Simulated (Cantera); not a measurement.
## Low-pressure radical oxidation in H2/O2

An isothermal, constant-pressure homogeneous reactor starts with H2 : O2 = 0.013 : 1 (molar parts), at 1150 K and 0.0240 bar.

Computed with Cantera and GRI-Mech 3.0 (53 species, 325 reactions). Radical loss at walls, strong at low pressure, is not modelled.

| t (s) | x H2 | x O2 | x OH | x O | x H2O |
|---|---|---|---|---|---|
| 0.000200 | 0.0128 | 0.987 | 1.45e-9 | 1.80e-9 | 7.69e-10 |
| 0.000540 | 0.0128 | 0.987 | 8.32e-9 | 1.21e-8 | 1.01e-8 |
| 0.00146 | 0.0128 | 0.987 | 2.69e-7 | 4.12e-7 | 4.67e-7 |
| 0.00394 | 0.00951 | 0.984 | 0.00114 | 0.00210 | 0.00255 |
| 0.0106 | 6.72e-5 | 0.978 | 0.000790 | 0.00867 | 0.0121 |
| 0.0287 | 4.09e-5 | 0.981 | 0.000623 | 0.00548 | 0.0124 |
| 0.0775 | 1.66e-5 | 0.985 | 0.000399 | 0.00222 | 0.0126 |
| 0.209 | 4.12e-6 | 0.986 | 0.000200 | 0.000556 | 0.0128 |
| 0.565 | 7.63e-7 | 0.987 | 8.75e-5 | 0.000105 | 0.0129 |
| 1.52 | 1.37e-7 | 0.987 | 3.76e-5 | 1.93e-5 | 0.0129 |
| 4.12 | 2.82e-8 | 0.987 | 1.72e-5 | 4.03e-6 | 0.0129 |
| 11.1 | 6.94e-9 | 0.987 | 8.61e-6 | 1.01e-6 | 0.0129 |
| 30.0 | 2.00e-9 | 0.987 | 4.65e-6 | 2.93e-7 | 0.0129 |
x: mole fraction; the columns are a selection and need not sum to one.

Equilibrium at this temperature and pressure: H2 3.63e-10, O2 0.987, OH 1.99e-6, O 5.37e-8, H2O 0.0129 (gas phase only).
